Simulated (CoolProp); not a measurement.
Vapour-liquid equilibrium of nitrogen (1) + methane (2) at -171.55 °C; x and y are mole fractions of (1).

Values from CoolProp's multi-fluid Helmholtz-energy mixture model, Span 2000 and Setzmann 1991; pair parameters Kunz 2012.

**Question.** Give the bubble pressure and the first vapour's composition at x = 0.5, 0.65, 0.8. Is there an azeotrope?

**Answer.** x = 0.5: 0.5170 MPa, y = 0.940; x = 0.65: 0.6093 MPa, y = 0.957; x = 0.8: 0.7065 MPa, y = 0.973. No azeotrope shows between x = 0.05 and 0.95.

The pair parameters rest on a limited set of measurements; away from them the model extrapolates. The gap from Raoult's law changes sign with composition, which may be real or a fault of the pair parameters; it wasn't checked against measurements.
